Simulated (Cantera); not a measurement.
# Equilibrium for carbon deposition, reforming and gasification: CH4 + H2O

A closed system holds: 1 mol CH4, a varied amount of H2O, at 2277 °C and 10.0 mbar.

Equilibrium computed with Cantera from the NASA thermochemical tables; the gas is ideal and each condensed phase is pure. Candidate condensed phases: C, C6H6, C7H8, C8H18, H2O; 110 gas species. The numbers say what is thermodynamically allowed, not how fast it happens.

```json
[
 {"n(H2O) (mol)": "0.52", "x H2": "0.600", "x H": "0.242", "x H2O": "1.94e-8", "x CO": "0.150", "x OH": "1.71e-9", "x CO2": "7.68e-10", "n C(graphite)": "0.421"},
 {"n(H2O) (mol)": "0.73", "x H2": "0.570", "x H": "0.236", "x H2O": "2.28e-8", "x CO": "0.186", "x OH": "2.07e-9", "x CO2": "1.18e-9", "n C(graphite)": "0.206"},
 {"n(H2O) (mol)": "0.94", "x H2": "0.548", "x H": "0.231", "x H2O": "2.70e-8", "x CO": "0.214", "x OH": "2.49e-9", "x CO2": "1.66e-9", "n C(graphite)": "0"},
 {"n(H2O) (mol)": "1.1", "x H2": "0.536", "x H": "0.228", "x H2O": "0.0182", "x CO": "0.215", "x OH": "0.00170", "x CO2": "0.00115", "n C(graphite)": "0"},
 {"n(H2O) (mol)": "1.4", "x H2": "0.502", "x H": "0.221", "x H2O": "0.0676", "x CO": "0.197", "x OH": "0.00652", "x CO2": "0.00418", "n C(graphite)": "0"},
 {"n(H2O) (mol)": "1.6", "x H2": "0.482", "x H": "0.217", "x H2O": "0.0966", "x CO": "0.186", "x OH": "0.00952", "x CO2": "0.00589", "n C(graphite)": "0"},
 {"n(H2O) (mol)": "1.8", "x H2": "0.464", "x H": "0.212", "x H2O": "0.123", "x CO": "0.177", "x OH": "0.0123", "x CO2": "0.00739", "n C(graphite)": "0"},
 {"n(H2O) (mol)": "2", "x H2": "0.447", "x H": "0.209", "x H2O": "0.147", "x CO": "0.168", "x OH": "0.0150", "x CO2": "0.00871", "n C(graphite)": "0"},
 {"n(H2O) (mol)": "2.2", "x H2": "0.432", "x H": "0.205", "x H2O": "0.169", "x CO": "0.160", "x OH": "0.0176", "x CO2": "0.00986", "n C(graphite)": "0"},
 {"n(H2O) (mol)": "2.4", "x H2": "0.418", "x H": "0.202", "x H2O": "0.189", "x CO": "0.152", "x OH": "0.0200", "x CO2": "0.0109", "n C(graphite)": "0"},
 {"n(H2O) (mol)": "2.6", "x H2": "0.406", "x H": "0.199", "x H2O": "0.208", "x CO": "0.146", "x OH": "0.0223", "x CO2": "0.0118", "n C(graphite)": "0"},
 {"n(H2O) (mol)": "2.8", "x H2": "0.394", "x H": "0.196", "x H2O": "0.225", "x CO": "0.139", "x OH": "0.0245", "x CO2": "0.0125", "n C(graphite)": "0"}
]
```
x: gas mole fraction; n: condensed amount in mol.

From 0.52 mol H2O to 0.73 mol H2O the condensed part is C(graphite). From 0.94 mol H2O to 2.8 mol H2O nothing is condensed. The main C-bearing gas is CO throughout.
